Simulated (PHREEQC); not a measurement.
Dissolve 0.2 mol/kgw HNO3, 4.7e-05 mol/kgw CaCl2 and 0.00016 mol/kgw CuCl2 at 75 °C and 50 atm. Closed to the air; pH follows from the charge balance.

All values are PHREEQC results (ion-association model, phreeqc.dat), not measurements.

```json
{
 "pH": "0.81",
 "ionic_strength": "0.201 mol/kgw",
 "activity_of_water": "0.993",
 "specific_conductance": "153000 µS/cm",
 "density": "0.983 g/cm³",
 "total_alkalinity": "-200 meq/kg"
}
```

```tsv
species	molality	activity	log γ
H+	0.200	0.156	-0.107
NO3-	0.200	0.134	-0.173
Cl-	0.000414	0.000287	-0.159
Cu+2	0.000160	4.72e-5	-0.529
Ca+2	4.70e-5	1.35e-5	-0.541
CuCl+	4.24e-7	2.95e-7	-0.157
```

No solid was allowed to form. Complexes and solids missing from the database can't appear. Under pressure, the constants of complexes without a molar volume in the database are unreliable. Away from 25 °C the constants follow the database's enthalpies or fits; those with neither stay at their 25 °C values.
